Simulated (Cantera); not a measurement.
Feed: 1 mol CO2, 0.41 mol H2, 6.6 mol N2, 0.36 mol SO2, held at 3323.15 K and 750000 Pa.

Equilibrium computed with Cantera from the NASA thermochemical tables; the gas is ideal and each condensed phase is pure. Candidate condensed phases: C, C6H6, C7H8, C8H18, H2O, H2SO4, S; 150 gas species. Rates play no part.

Base state: N2 0.738, CO 0.0835, CO2 0.0297, SO2 0.0243, H2O 0.0238, NO 0.0179, O2 0.0155, OH 0.0153 (mole fractions); condensed: gas only.

### Question
What changes in the equilibrium state with this change: SO2 from 0.36 to 0.11 mol?

### Answer
```
species   before     after
-------  -------  --------
N2         0.738     0.765
CO        0.0835    0.0884
CO2       0.0297    0.0288
SO2       0.0243   0.00737
SO        0.0144   0.00479
O2        0.0155    0.0130
O         0.0140    0.0128
NO        0.0179    0.0167
H         0.0129    0.0137
OH        0.0153    0.0148
H2O       0.0238    0.0244
S2       5.67e-5   7.48e-6
S        0.00163  0.000594
SN       2.33e-5   8.61e-6
```

### Question
What changes in the equilibrium state with this change: CO2 replaced by CS2?

### Answer
```
species    before     after
-------  --------  --------
N2          0.738     0.702
CO         0.0835    0.0764
S2        5.67e-5    0.0709
S         0.00163    0.0578
O2         0.0155     <1e-9
SO2        0.0243   3.21e-9
CS        4.70e-8    0.0249
CO2        0.0297   1.66e-6
NO         0.0179   1.07e-6
O          0.0140   8.57e-7
OH         0.0153   1.55e-6
H2O        0.0238   4.01e-6
SO         0.0144   3.12e-5
SH       0.000284    0.0166
H2        0.00835    0.0230
H          0.0129    0.0214
CS2         <1e-9   0.00393
HNC       7.36e-9  0.000178
HCN       3.10e-8  0.000750
CN        6.52e-9   9.51e-5
H2S       1.17e-5   0.00114
```

### Question
What changes in the equilibrium state with this change: temperature from 3323.15 K to 2898 K?

### Answer
```csv
species,before,after
N2,0.738,0.771
CO,0.0835,0.0595
CO2,0.0297,0.0579
O,0.0140,0.00231
H,0.0129,0.00307
NO,0.0179,0.00727
O2,0.0155,0.00643
OH,0.0153,0.00656
SO,0.0144,0.00656
H2O,0.0238,0.0379
SO2,0.0243,0.0353
N,2.87e-5,2.26e-6
S,0.00163,0.000263
SN,2.33e-5,4.26e-6
S2,5.67e-5,1.51e-5
```
